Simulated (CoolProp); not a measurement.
A single-stage vapour-compression cycle with the fluid: evaporating at 285.15 K (dew point), condensing at 342.15 K (bubble point), superheat 8 K, subcooling 0 K, compressor efficiency 0.9, no pressure losses. The same conditions are run with several fluids, on thermodynamics alone (safety and materials aside).

Values from CoolProp's reference Helmholtz-energy equation of state of each fluid (R1336mzz(Z): McLinden 2020; the fluoroketone C6F12O (FK-5-1-12): McLinden 2015; R123: Younglove 1994; R152A: Outcalt 1996; R1336mzz(E): Akasaka 2023; R365MFC: Lemmon 2016).

```
fluid                                cooling COP  pressure ratio  discharge temperature (K)  refrigerating effect (kJ/kg)  volumetric capacity (kJ/m³)
-----------------------------------  -----------  --------------  -------------------------  ----------------------------  ---------------------------
R1336mzz(Z)                                 3.32            7.41                      342.2                           [?]                          325
the fluoroketone C6F12O (FK-5-1-12)          [?]            8.52                      342.2                          41.6                          125
R123                                         [?]             [?]                      349.7                           [?]                          434
R152A                                       3.28            4.63                      367.8                           195                         2330
R1336mzz(E)                                 3.04            6.06                      342.1                          85.4                          723
R365MFC                                      [?]            7.91                      342.2                           [?]                          259
```

### Question
Some entries are withheld; supply them.

### Answer

- R1336mzz(Z), refrigerating effect (kJ/kg): 109
- the fluoroketone C6F12O (FK-5-1-12), cooling COP: 2.48
- R123, cooling COP: 3.56
- R123, pressure ratio: 6.68
- R123, refrigerating effect (kJ/kg): 123
- R365MFC, cooling COP: 3.36
- R365MFC, refrigerating effect (kJ/kg): 128

The compression ends wet for: R1336mzz(Z); the fluoroketone C6F12O (FK-5-1-12); R1336mzz(E); R365MFC.
